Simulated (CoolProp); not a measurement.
500 sccm (0 °C, 1 atm) of nitrogen bubbles through liquid toluene at 281.6 K and leaves saturated at a total pressure of 0.0316 MPa (ideal gas phase). Each further row changes one setting.

Values from CoolProp's reference Helmholtz-energy equation of state, Lemmon 2006. It is a short technical equation, of lower accuracy than the large ones.

| case | vapour pressure (kPa) | mole fraction of vapour | delivery (mg/min) | delivery (sccm) | change of delivery for a bath 1 K warmer (%) |
|---|---|---|---|---|---|
| as stated | 1.52 | 0.0481 | 104 | 25.3 | 6.4 |
| bath temperature 286.6 K | 2.03 | 0.0643 | 141 | 34.4 | 6.2 |
| total pressure 0.0632 MPa | 1.52 | 0.0241 | 50.7 | 12.3 | 6.2 |
